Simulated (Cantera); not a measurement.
Diamond growth

A diamond (100) surface in a fixed gas of H2 with x(CH4) = 0.0081, x(H) = 0.048, x(CH3) = 0.00071, at 1400 K; coverages are run to steady state.

Detailed kinetics in Cantera: the Harris–Goodwin 1993 mechanism for the reconstructed diamond (100) surface.

```
P (Pa)  growth (µm/h)  θ c6HH  θ c6H*  θ c6*H  θ c6**    θ c6HM
------  -------------  ------  ------  ------  ------  --------
340             0.471   0.325  0.0599   0.548  0.0669   1.76e-5
690              1.18   0.325  0.0599   0.548  0.0669   3.76e-5
1400             2.88   0.325  0.0600   0.548  0.0669   7.76e-5
2900             7.37   0.325  0.0601   0.548  0.0669  0.000158
5800             19.0   0.325  0.0604   0.547  0.0670  0.000297
12000            53.9   0.324  0.0609   0.546  0.0672  0.000538
24000             147   0.324  0.0620   0.544  0.0675  0.000866
49000             396   0.324  0.0641   0.541  0.0683   0.00126
```
θ: site fractions in the mechanism's names (c6HH fully hydrogenated, c6H* and c6*H radical sites, c6** diradical, c6HM methylated).
